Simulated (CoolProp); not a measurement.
Values from CoolProp's reference Helmholtz-energy equation of state, Lemmon 2006. It is a short technical equation, of lower accuracy than the large ones.

Problem. Give the vapour pressure (kPa), vapour density (kg/m³), liquid cp (kJ/(kg K)) of saturated C3F8 (R218) at 184.1, 229 K.

Solution. 
```json
[
 {"T (K)": "184.1", "p (kPa)": "4.17", "vapour density (kg/m³)": "0.515", "liquid cp (kJ/(kg K))": "0.873"},
 {"T (K)": "229", "p (kPa)": "71.7", "vapour density (kg/m³)": "7.39", "liquid cp (kJ/(kg K))": "0.959"}
]
```
